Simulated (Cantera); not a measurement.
A closed system holds: 1 mol Si3N4, 0.11 mol O2, 3.8 mol N2, held at 1823 K.

Method: chemical equilibrium by Gibbs-energy minimisation in Cantera with the NASA 1993 tables (ideal gas, pure condensed phases). Candidate condensed phases: Si, SiO2, Si2N2O, Si3N4; 16 gas species. Mutual solubility and eutectic melting of coexisting phases are not modelled. The numbers say what is thermodynamically allowed, not how fast it happens.

Task: Which condensed phases are stable at each of these points (P (Pa)): 1, 4.20, 18, 75, 320, 1300, 5600, 24000, 100000?

Result: 
| P (Pa) | condensed phases | Si condensed (%) |
|---|---|---|
| 1 | gas only | 0.0 |
| 4.20 | Si(l) | 68.4 |
| 18 | Si(l) | 87.4 |
| 75 | Si(l) | 91.4 |
| 320 | Si(l) | 92.4 |
| 1300 | Si(l) | 92.6 |
| 5600 | Si2N2O(s) + Si3N4(s) | 99.3 |
| 24000 | Si2N2O(s) + Si3N4(s) | 99.9 |
| 100000 | Si2N2O(s) + Si3N4(s) | 100.0 |

At 1.00 Pa nothing is condensed. From 4.20 Pa to 13.0 mbar the condensed part is Si(l). From 56.0 mbar to 1.00 bar the condensed part is Si2N2O(s) + Si3N4(s).
